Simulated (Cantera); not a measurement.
Mixture: CH4 : O2 : N2 = 1 : 2.9 : 9.86 (molar parts), equivalence ratio 0.69, at 86000 Pa, adiabatic and at constant pressure. Ignition delay is the time to a rise of 400 K.

Detailed kinetics in Cantera: GRI-Mech 3.0 (53 species, 325 reactions).

Q: What does this change do: pressure from 86000 Pa to 180000 Pa?

A: 
```csv
quantity,before,after
delay at 1273 K,14.2 ms,7.75 ms
delay at 1323 K,7.46 ms,4.15 ms
delay at 1373 K,4.08 ms,2.30 ms
delay at 1423 K,2.33 ms,1.32 ms
delay at 1473 K,1.39 ms,0.783 ms
delay at 1523 K,0.865 ms,0.483 ms
apparent activation energy between 1423 and 1523 K,180 kJ/mol,180 kJ/mol
```

Q: What does this change do: pressure from 86000 Pa to 43000 Pa?

A: 
```tsv
quantity	before	after
delay at 1273 K	14.2 ms	24.1 ms
delay at 1323 K	7.46 ms	12.5 ms
delay at 1373 K	4.08 ms	6.85 ms
delay at 1423 K	2.33 ms	3.94 ms
delay at 1473 K	1.39 ms	2.39 ms
delay at 1523 K	0.865 ms	1.52 ms
apparent activation energy between 1423 and 1523 K	180 kJ/mol	170 kJ/mol
```
